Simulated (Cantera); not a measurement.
Input: 1 mol CHF₃, 4 mol H₂, equilibrated at 82.5 Torr.

Cantera equilibrium calculation (NASA polynomials, part measured and part estimated; ideal gas, pure solids and liquids). Candidate condensed phases: C, C₆H₆, C₇H₈, C₈H₁₈; 95 gas species. Rates play no part.

x: gas mole fraction; n: condensed amount in mol.

```
T (°C)   x HF   x H₂      x H  x C₂H₂ (acetylene)       x F  n C(graphite)
------  -----  -----  -------  ------------------  --------  -------------
1702    0.499  0.497  0.00291            0.000323   1.08e-6          0.996
1777    0.499  0.496  0.00482            0.000526   2.43e-6          0.994
1852    0.498  0.493  0.00769            0.000827   5.15e-6          0.990
1927    0.497  0.490      ___                 ___       ___          0.985
2002    0.496  0.485   0.0178             0.00185   2.00e-5          0.977
2077    0.493  0.478   0.0260             0.00264   3.70e-5          0.968
2152    0.491  0.469   0.0369             0.00366   6.61e-5          0.955
2227    0.487  0.457   0.0512             0.00494  0.000114          0.938
2302    0.482  0.441   0.0694             0.00649  0.000192          0.917
2377    0.477  0.423   0.0919             0.00829  0.000313          0.890
2452    0.469  0.400    0.119              0.0103  0.000499          0.858
2527    0.461  0.374      ___                 ___       ___          0.818
2602    0.451  0.344    0.187              0.0146   0.00120          0.766
```

### Question
Some entries are withheld; supply them.

### Answer

- 1927, x H: 0.0119
- 1927, x C₂H₂ (acetylene): 0.00126
- 1927, x F: 1.04e-5
- 2527, x H: 0.151
- 2527, x C₂H₂ (acetylene): 0.0125
- 2527, x F: 0.000781
